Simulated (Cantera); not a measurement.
SiH4 + NH3 (silicon nitride deposition)

Charge: 1 mol SiH4, 0.12 mol NH3, at 10000 Pa.

Equilibrium computed with Cantera from the NASA thermochemical tables; the gas is ideal and each condensed phase is pure. Candidate condensed phases: Si, Si3N4; 18 gas species. Mutual solubility and eutectic melting of coexisting phases are not modelled. The tables' values for SiN are old estimates; treat these amounts as uncertain. Gases not in the tables: Si2H6 and higher silanes. The numbers say what is thermodynamically allowed, not how fast it happens.

From 800 K to 1600 K the condensed part is Si(s) + Si3N4(s). At 1700 K the condensed part is Si(l) + Si3N4(s). From 1800 K to 2100 K the condensed part is Si(l). The main Si-bearing gas is SiH4 at 800 K and Si at 2100 K.

| T (K) | log p H2 | log p N2 | log p H | log p Si | log p SiH | log p SiH2 | n Si(s) | n Si3N4(s) | n Si(l) |
|---|---|---|---|---|---|---|---|---|---|
| 800 | -1.00 | <-13 | -12.04 | <-13 | <-13 | <-13 | 0.910 | 0.0300 | 0 |
| 900 | -1.00 | -12.95 | -10.43 | <-13 | <-13 | -12.43 | 0.910 | 0.0300 | 0 |
| 1000 | -1.00 | -10.79 | -9.14 | <-13 | <-13 | -11.03 | 0.910 | 0.0300 | 0 |
| 1100 | -1.00 | -9.02 | -8.09 | <-13 | -12.65 | -9.88 | 0.910 | 0.0300 | 0 |
| 1200 | -1.00 | -7.55 | -7.20 | -11.86 | -11.18 | -8.92 | 0.910 | 0.0300 | 0 |
| 1300 | -1.00 | -6.30 | -6.46 | -10.36 | -9.94 | -8.12 | 0.910 | 0.0300 | 0 |
| 1400 | -1.00 | -5.24 | -5.81 | -9.08 | -8.89 | -7.42 | 0.910 | 0.0299 | 0 |
| 1500 | -1.00 | -4.32 | -5.25 | -7.98 | -7.97 | -6.82 | 0.912 | 0.0295 | 0 |
| 1600 | -1.00 | -3.52 | -4.77 | -7.01 | -7.17 | -6.30 | 0.920 | 0.0267 | 0 |
| 1700 | -1.01 | -2.81 | -4.34 | -6.17 | -6.48 | -5.86 | 0 | 0.0127 | 0.962 |
| 1800 | -1.01 | -2.57 | -3.95 | -5.50 | -5.95 | -5.54 | 0 | 0 | 1.000 |
| 1900 | -1.01 | -2.57 | -3.61 | -4.90 | -5.47 | -5.25 | 0 | 0 | 0.999 |
| 2000 | -1.01 | -2.57 | -3.30 | -4.36 | -5.04 | -4.99 | 0 | 0 | 0.999 |
| 2100 | -1.02 | -2.58 | -3.01 | -3.87 | -4.65 | -4.76 | 0 | 0 | 0.996 |
log p: log10 of the partial pressure in bar; n: condensed amount in mol.
